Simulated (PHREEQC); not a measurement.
Make-up at 25 °C: 0.12 mol HNO3, 0.00053 mol Al(NO3)3 and 0.022 mol H3BO3 per kg of water. Closed to the air; pH follows from the charge balance.

All values are PHREEQC results (ion-association model, phreeqc.dat), not measurements.

Each row changes one thing in this solution. No solid was allowed to form.

```
case                                  pH  AlOH+2 (mol/kgw)  SI of Gibbsite (Al(OH)3)
----------------------------------  ----  ----------------  ------------------------
as made                             1.01           2.39e-8                     -9.16
H3BO3 from 0.022 to 0.011 mol/kgw   1.01           2.39e-8                     -9.16
H3BO3 left out                      1.01           2.39e-8                     -9.16
HNO3 from 0.12 to 0.024 mol/kgw     1.68           1.41e-7                         …
H3BO3 from 0.022 to 0.0022 mol/kgw  1.01           2.39e-8                     -9.16
temperature from 25 to 55 °C        1.01                 …                         …
diluted 2-fold with water           1.29           2.56e-8                     -8.46
diluted 100-fold with water         2.94           3.77e-8                     -4.72
diluted 10-fold with water          1.96                 …                     -6.88
```

Problem. What belongs in the gaps?

Solution. 
- HNO3 from 0.12 to 0.024 mol/kgw, SI of Gibbsite (Al(OH)3): -6.87
- temperature from 25 to 55 °C, AlOH+2 (mol/kgw): 1.46e-7
- temperature from 25 to 55 °C, SI of Gibbsite (Al(OH)3): -7.66
- diluted 10-fold with water, AlOH+2 (mol/kgw): 3.09e-8

Away from 25 °C the constants follow the database's enthalpies or fits; those with neither stay at their 25 °C values.
